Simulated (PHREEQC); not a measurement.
# Copper plating or etch bath: an equilibrium model

Consider water at 48 °C and 500 atm with 0.074 mol/kgw CuSO4, 0.00093 mol/kgw HCl and 0.0055 mol/kgw Na2SO4. Closed to the air; pH follows from the charge balance.

Model: ion-association model, phreeqc.dat, run in PHREEQC.

This is a speciation only: nothing precipitates in the calculation.

Q: What pH, density does the model give?

A: pH 3.54; density 1.022 g/cm³.

Q: In which forms is Cl present?

A: Cl- 90 %, CuCl+ 9.8 % of the Cl.

Under pressure, the constants of complexes without a molar volume in the database are unreliable. At this temperature some constants are extrapolated from 25 °C, and those without enthalpy data are left unchanged.
